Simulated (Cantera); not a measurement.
Mixture: 5.73 % CH4, 0.258 % C2H6, 19.6 % O2, 74.4 % N2, equivalence ratio 0.63, at 390 Torr, adiabatic and at constant pressure. Ignition delay is the time to a rise of 400 K.

Model: GRI-Mech 3.0 (53 species, 325 reactions), integrated in Cantera.

**Question.** Predict: delay at 1298 K; delay at 1398 K; delay at 1498 K; delay at 1598 K; delay at 1698 K; apparent activation energy between 1648 and 1748 K.

**Answer.** 
| Quantity | Result |
|---|---|
| delay at 1298 K | 5.48 ms |
| delay at 1398 K | 1.69 ms |
| delay at 1498 K | 0.616 ms |
| delay at 1598 K | 0.270 ms |
| delay at 1698 K | 0.141 ms |
| apparent activation energy between 1648 and 1748 K | 140 kJ/mol |
